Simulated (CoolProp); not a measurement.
Vapour-liquid equilibrium of R113 (1) + benzene (2) at 311.5 K; x and y are mole fractions of (1).

The numbers come from the multi-fluid Helmholtz-energy mixture model, Marx 1992 and Thol 2012; pair parameters Bell 2016 in CoolProp.

**Question.** Give the bubble pressure and the first vapour's composition at x = 0.65, 0.725, 0.8. Is there an azeotrope?

**Answer.** x = 0.65: 61.54 kPa, y = 0.824; x = 0.725: 64.23 kPa, y = 0.860; x = 0.8: 66.87 kPa, y = 0.896. No azeotrope shows between x = 0.05 and 0.95.

Pair parameters are fitted to limited data, so mixtures are less certain than the pure fluids.
